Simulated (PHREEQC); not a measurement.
Synthetic water in mg/L, 73 °C, pH 6.86, pe 10.3:

| constituent | mg/L |
|---|---|
| Na | 0.831 |
| K | 0.734 |
| Ca | 2.02 |
| Mg | 0.619 |
| Cl | 0.784 |
| S(6) as SO4 | 6.03 |
| Alkalinity as HCO3 | 3.68 |
| Zn | 0.00339 |
| O(0) (dissolved oxygen) | 0.0993 |
| Pb | 0.11 |

Na is adjusted to close the charge balance.
Valence states are taken as typed.

All values are PHREEQC results (ion-association model, wateq4f.dat), not measurements.

```json
[
 {"quantity": "Mg+2 (mol/kgw)", "before": "2.46e-5", "after": "7.01e-5"},
 {"quantity": "MgSO4 (mol/kgw)", "before": "8.49e-7", "after": "6.18e-6"},
 {"quantity": "CaSO4 (mol/kgw)", "before": "7.40e-7", "after": "5.52e-6"},
 {"quantity": "Pb+2 (mol/kgw)", "before": "3.13e-7", "after": "5.92e-7"},
 {"quantity": "SI of Pb(OH)2 (Pb(OH)2)", "before": "+0.45", "after": "+0.70"},
 {"quantity": "SI of Cerrusite (PbCO3)", "before": "-1.42", "after": "-0.70"}
]
```

Name the change that produced these shifts.
A. all concentrations times 3 at the same typed pH
B. pH from 6.86 to 7.86 at the same alkalinity
C. temperature from 73 to 10 °C at the same typed pH

A, all concentrations times 3 at the same typed pH

This is a speciation only: nothing precipitates in the calculation. Some of these states are supersaturated (in Pb(OH)2, for instance). At this temperature some constants are extrapolated from 25 °C, and those without enthalpy data are left unchanged.
